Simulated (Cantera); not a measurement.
Charge: 1 mol Al2O3, 1.1 mol Cl2, 0.35 mol O2, held at 700 K and 0.0160 bar.

Cantera equilibrium calculation (NASA polynomials, part measured and part estimated; ideal gas, pure solids and liquids). Candidate condensed phases: Al, AlCl3, Al2O3; 17 gas species. Condensed phases not in the tables: AlOCl. Equilibrium is a limit: real reactors are often held back by kinetics, nucleation or transport.

Base state: Cl2 0.759, O2 0.241 (mole fractions); condensed: Al2O3(s).

**Question.** What changes in the equilibrium state with this change: temperature from 700 K to 1825 K?

**Answer.** 
```json
[
 {"species": "Cl", "before": "4.55e-6", "after": "0.770"},
 {"species": "O2", "before": "0.241", "after": "0.150"},
 {"species": "Cl2", "before": "0.759", "after": "0.0754"},
 {"species": "AlCl3", "before": "<1e-9", "after": "0.00308"},
 {"species": "O", "before": "<1e-9", "after": "0.000470"},
 {"species": "AlOCl", "before": "<1e-9", "after": "1.33e-5"},
 {"species": "ClO", "before": "5.49e-8", "after": "0.000657"},
 {"species": "Al2O3(s), mol", "before": "1.00", "after": "0.996"}
]
```
